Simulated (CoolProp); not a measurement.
Model: reference Helmholtz-energy equation of state, Lemmon 2006, in CoolProp. It is a short technical equation, of lower accuracy than the large ones.

Q: For isohexane, give the phase and the cp (kJ/(kg K)), cv (kJ/(kg K)) at -132.55 °C and 7.87 MPa.

A: 
- -132.55 °C and 7.87 MPa: liquid; cp 1.75, cv 1.26
